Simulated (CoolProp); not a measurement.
The fluoroketone C6F12O (FK-5-1-12) at several states: density (kg/m³) from the reference equation and from simpler models built on Tc = 168.7 °C, pc = 18.69 bar, ω = 0.471; each cubic takes its own stable root.

Model: reference Helmholtz-energy equation of state, McLinden 2015, in CoolProp.

```tsv
T (°C)	p (bar)	phase	reference
-13.75	4.64	liquid	1715
45.65	0.298	gas	3.621
98.95	0.905	gas	9.556
```

Problem. How far does each simpler model (van der Waals, Redlich-Kwong, Peng-Robinson) lie from the reference over these 3 states: mean and median of the absolute difference, and the worst?

Solution. 
- van der Waals: mean 14.5 %, median 1.1 %, worst -41.5 % at -13.75 °C and 4.64 bar
- Redlich-Kwong: mean 5.0 %, median 0.5 %, worst -13.8 % at -13.75 °C and 4.64 bar
- Peng-Robinson: mean 0.9 %, median 0.2 %, worst +2.5 % at -13.75 °C and 4.64 bar
